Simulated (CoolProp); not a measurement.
A simple Rankine cycle with propyne: condensing at 300.15 K, boiler at 3.72 MPa, turbine inlet 473 K, turbine efficiency 0.8, pump efficiency 0.8, no recuperator. Each further row changes one setting.

Model: reference Helmholtz-energy equation of state, Polt 1992, in CoolProp. This equation is an older, rougher fit; its heat capacities, sound speeds and derivatives of the liquid may be far off and weren't checked against measurements.

```csv
case,thermal efficiency (%),net work (kJ/kg),heat in (kJ/kg),turbine exit temperature (K),volume ratio over the turbine
as stated,___,109,741,393.5,5.61
condensing temperature 292.15 K,___,___,759,384.7,___
boiler pressure 2.6 MPa,12.3,___,758,411.1,3.92
turbine efficiency 0.7,___,___,741,___,5.74
```

Problem. Complete the blanks.

Solution. 
- as stated, thermal efficiency (%): 14.7
- condensing temperature 292.15 K, thermal efficiency (%): 16.1
- condensing temperature 292.15 K, net work (kJ/kg): 122
- condensing temperature 292.15 K, volume ratio over the turbine: 6.98
- boiler pressure 2.6 MPa, net work (kJ/kg): 92.9
- turbine efficiency 0.7, thermal efficiency (%): 12.7
- turbine efficiency 0.7, net work (kJ/kg): 94.4
- turbine efficiency 0.7, turbine exit temperature (K): 401.2
